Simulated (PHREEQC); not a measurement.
A solution holds 76 mmol/kgw NH4HS and 14 mmol/kgw NaOH, at 25 °C. Closed to the air; pH follows from the charge balance.

Computed with PHREEQC (ion-association model, wateq4f.dat).

No solid was allowed to form.

Q: Estimate the pH, ionic strength.

A: pH 8.73; ionic strength 0.0751 mol/kgw.

Q: In which forms is S present?

A: HS- 99 %, H2S 1.2 % of the S.

The polysulfide entries of wateq4f.dat were taken out for this run.
